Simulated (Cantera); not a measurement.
# Thermodynamics of sublimation and decomposition of ceramics, feed SiC + H2

Feed: 1 mol SiC, 5.9 mol H2, held at 4.00 bar.

These are equilibrium values from Cantera (NASA tables, ideal gas, pure condensed phases), not measurements of a reactor. Candidate condensed phases: C, C6H6, C7H8, C8H18, Si, SiC; 87 gas species. Mutual solubility and eutectic melting of coexisting phases are not modelled. Gases not in the tables: Si2H6 and higher silanes. Rates play no part.

| T (K) | log p H2 | log p H | log p CH4 | log p SiH2 | n Si(s) | n SiC(s) | n Si(l) |
|---|---|---|---|---|---|---|---|
| 1473 | 0.60 | -4.60 | -3.51 | -5.38 | 0.000424 | 1.000 | 0 |
| 1523 | 0.60 | -4.34 | -3.53 | -5.10 | 0.000396 | 1.000 | 0 |
| 1573 | 0.60 | -4.09 | -3.55 | -4.83 | 0.000365 | 1.000 | 0 |
| 1623 | 0.60 | -3.86 | -3.57 | -4.59 | 0.000330 | 1.000 | 0 |
| 1673 | 0.60 | -3.64 | -3.59 | -4.36 | 0.000285 | 1.000 | 0 |
| 1723 | 0.60 | -3.44 | -3.57 | -4.17 | 0 | 1.000 | 0.000261 |
| 1773 | 0.60 | -3.24 | -3.54 | -4.01 | 0 | 1.000 | 0.000239 |
| 1823 | 0.60 | -3.06 | -3.52 | -3.85 | 0 | 1.000 | 0.000198 |
| 1873 | 0.60 | -2.89 | -3.49 | -3.71 | 0 | 1.000 | 0.000130 |
| 1923 | 0.60 | -2.73 | -3.47 | -3.57 | 0 | 0.999 | 0 |
log p: log10 of the partial pressure in bar; n: condensed amount in mol.

From 1473 K to 1673 K the condensed part is Si(s) + SiC(s). From 1723 K to 1873 K the condensed part is Si(l) + SiC(s). At 1923 K the condensed part is SiC(s). The main Si-bearing gas is SiH4 at 1473 K and SiH2 at 1923 K.
